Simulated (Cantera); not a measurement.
A perfectly stirred reactor is fed with 21.7 % CH₄, 69.4 % CO₂, 8.89 % H₂, at 5.00 bar; it is held at 1975 K, and followed from long to short residence time.

Model: GRI-Mech 3.0 (53 species, 325 reactions), integrated in Cantera.

Task: Predict: x(CH₄) at τ = 0.320 s; x(CO₂) at τ = 0.320 s; x(H₂) at τ = 0.320 s; x(CH₂) at τ = 0.320 s; x(C₂H₆) at τ = 0.320 s; x(CH₄) at τ = 54.0 ms; x(CO₂) at τ = 54.0 ms; x(H₂) at τ = 54.0 ms; x(CH₂) at τ = 54.0 ms; x(C₂H₆) at τ = 54.0 ms.

Result: 
```json
{
 "x(CH₄) at τ = 0.320 s": "0.00134",
 "x(CO₂) at τ = 0.320 s": "0.136",
 "x(H₂) at τ = 0.320 s": "0.163",
 "x(CH₂) at τ = 0.320 s": "6.76e-8",
 "x(C₂H₆) at τ = 0.320 s": "1.03e-7",
 "x(CH₄) at τ = 54.0 ms": "0.00501",
 "x(CO₂) at τ = 54.0 ms": "0.147",
 "x(H₂) at τ = 54.0 ms": "0.154",
 "x(CH₂) at τ = 54.0 ms": "2.97e-7",
 "x(C₂H₆) at τ = 54.0 ms": "1.52e-6"
}
```
